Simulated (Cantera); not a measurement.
A closed system holds: 1 mol Fe(CO)5, 0.13 mol H2, held at 650 °C and 1 atm.

Method: chemical equilibrium by Gibbs-energy minimisation in Cantera with the NASA 1993 tables (ideal gas, pure condensed phases). Candidate condensed phases: C, C6H6, C7H8, C8H18, Fe, Fe(CO)5, FeO, Fe(OH)2, Fe(OH)3, Fe2O3, Fe3O4, H2O; 114 gas species. The tables' stoichiometric FeO is somewhat more stable than real wüstite, so its field is too wide. FeO: taken at fixed stoichiometry. Equilibrium is a limit: real reactors are often held back by kinetics, nucleation or transport.

Base state: CO2 0.540, CO 0.412, H2 0.0296, H2O 0.0190, CH4 0.000206 (mole fractions); condensed: C(graphite) + FeO(s).

Task: What changes in the equilibrium state with this change: 0.98 mol H2S added?

Result: 
```
species           before     after
----------------  ------  --------
CO2                0.540     0.387
CO                 0.412     0.349
H2                0.0296     0.167
H2O               0.0190    0.0906
H2S                    0  0.000358
COS                    0   2.38e-5
C(graphite), mol    2.48      1.95
FeO(s), mol         1.00    0.0216
FeS(s), mol            0     0.978
```
FeO, FeS: taken at fixed stoichiometry. Further candidate phases: FeS, FeSO4, FeS2, Fe2(SO4)3, H2SO4, S.

Task: What changes in the equilibrium state with this change: Fe(CO)5 replaced by Hg?

Result: 
```
species             before  after
----------------  --------  -----
Hg                       0  0.885
H2                  0.0296  0.115
CO2                  0.540      0
CO                   0.412      0
H2O                 0.0190      0
CH4               0.000206      0
C(graphite), mol      2.48      0
FeO(s), mol           1.00      0
```
Further candidate phases: Hg.
